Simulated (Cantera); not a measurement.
Cantera run:

```python
import numpy as np
import cantera as ct

gas_names = """
    Br Br2 N N2 Si SiBr SiBr2 SiBr3 SiBr4 SiN Si2 Si2N Si3
""".split()
cond_names = """
    Br2(cr) Br2(L) Si(cr) Si(L) Si3N4(a)
""".split()


# ... load() reads the species with a 1 bar reference pressure and builds the phases ...
atoms = {
    'Si': {'Si': 1},
    'Br2': {'Br': 2},
    'N2': {'N': 2},
}
top_T = {'Si3N4(a)': 2400}  # K; cautious upper limits of use, not melting points


# ... equilibrate(T, P, feed) seeds the gas with the atoms and calls Mixture.equilibrate('TP', solver="vcs", rtol=1e-11, max_steps=5000) ...
results = []
feed = {'Si': 1, 'Br2': 4, 'N2': 19}  # mol
P = 1333.22  # Pa
for T in [875, 975, 1075, 1175, 1275, 1375, 1475, 1575]:
    mix = equilibrate(T, P, feed)
    results.append((T, P, feed, dict(zip(mix.species_names, mix.species_moles))))

top = {s: max(r[3][s] / sum(r[3][g] for g in gas_names) for r in results) for s in gas_names}
cols = sorted((s for s in top if top[s] > 1e-05), key=lambda s: -top[s])[:6]
seen = [c for c in cond_names if any(r[3].get(c, 0) > 1e-12 for r in results)]
print("log10 of partial pressures in bar; condensed amounts in mol")
print(f"{'T/K':>10s}" + "".join(f"{s[:9]:>10s}" for s in cols + seen))
for T, P, feed, n in results:
    ng = sum(n[g] for g in gas_names)
    print(f"{T:10.4g}" + "".join(f"{np.log10(max(n[s] / ng * P / 1e5, 1e-99)):10.3f}" for s in cols)
          + "".join(f"{n.get(c, 0):10.4g}" for c in seen))
```

Output:

```
log10 of partial pressures in bar; condensed amounts in mol
       T/K        N2        Br       Br2     SiBr4     SiBr2     SiBr3
       875    -1.939    -4.434    -2.924    -3.218   -15.074   -10.580
       975    -1.941    -3.845    -2.945    -3.220   -12.680    -9.188
      1075    -1.946    -3.387    -3.005    -3.224   -10.699    -8.040
      1175    -1.954    -3.048    -3.141    -3.232    -8.978    -7.051
      1275    -1.964    -2.830    -3.393    -3.243    -7.397    -6.155
      1375    -1.971    -2.719    -3.761    -3.255    -5.899    -5.316
      1475    -1.977    -2.665    -4.163    -3.300    -4.558    -4.586
      1575    -1.991    -2.592    -4.465    -3.577    -3.677    -4.212
```

Equilibrium computed with Cantera from the NASA thermochemical tables; the gas is ideal and each condensed phase is pure. The tables' values for SiBr3 are old estimates; treat these amounts as uncertain.
